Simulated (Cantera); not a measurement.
# Thermodynamics of silicon carbide growth, feed SiCl4 + C2H4 + H2

Feed: 1 mol SiCl4, 0.033 mol C2H4, 360 mol H2, at 2200 K.

Method: chemical equilibrium by Gibbs-energy minimisation in Cantera with the NASA 1993 tables (ideal gas, pure condensed phases). Candidate condensed phases: C, C6H6, C7H8, C8H18, Si, SiC; 109 gas species. Mutual solubility and eutectic melting of coexisting phases are not modelled. The tables' values for SiCl are old estimates; treat these amounts as uncertain. Gases not in the tables: Si2H6 and higher silanes. Equilibrium is a limit: real reactors are often held back by kinetics, nucleation or transport.

```
P (Pa)  log p H2  log p H  log p HCl  log p Si  log p Cl  log p SiH  n SiC(s)  n Si(l)
------  --------  -------  ---------  --------  --------  ---------  --------  -------
100        -3.08    -3.79      -5.05     -5.61     -5.90      -7.50         0        0
220        -2.72    -3.61      -4.68     -5.26     -5.71      -6.97         0        0
460        -2.38    -3.44      -4.34     -4.94     -5.54      -6.48         0        0
1000       -2.03    -3.26      -3.99     -4.61     -5.36      -5.98         0        0
2200       -1.68    -3.09      -3.64     -4.29     -5.19      -5.48         0        0
4600       -1.35    -2.93      -3.32     -4.00     -5.03      -5.03         0        0
10000      -1.01    -2.76      -2.98     -3.71     -4.86      -4.58         0        0
22000      -0.67    -2.58      -2.64     -3.46     -4.69      -4.15   0.00427        0
46000      -0.35    -2.42      -2.32     -3.43     -4.53      -3.96    0.0219    0.343
100000     -0.01    -2.25      -1.98     -3.43     -4.36      -3.79    0.0257    0.557
```
log p: log10 of the partial pressure in bar; n: condensed amount in mol.

From 1.00 mbar to 0.100 bar nothing is condensed. At 0.220 bar the condensed part is SiC(s). From 0.460 bar to 1.00 bar the condensed part is Si(l) + SiC(s). The main Si-bearing gas is Si throughout.
